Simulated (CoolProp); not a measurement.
Oxygen at 461.26 K and 0.309 MPa is throttled through a valve to 0.127 MPa with no heat exchange. Each further row changes one setting.

Values from CoolProp's reference Helmholtz-energy equation of state, Schmidt 1985.

```
case                        temperature change (K)  final density (kg/m³)
--------------------------  ----------------------  ---------------------
as stated                                      ___                    ___
outlet pressure 0.0381 MPa                     ___                    ___
outlet pressure 0.165 MPa                      ___                    ___
```

Task: What belongs in the gaps?

Result: 
- as stated, temperature change (K): -0.2
- as stated, final density (kg/m³): 1.06
- outlet pressure 0.0381 MPa, temperature change (K): -0.3
- outlet pressure 0.0381 MPa, final density (kg/m³): 0.318
- outlet pressure 0.165 MPa, temperature change (K): -0.1
- outlet pressure 0.165 MPa, final density (kg/m³): 1.38

Above 300 K oxygen's equation is extrapolated.
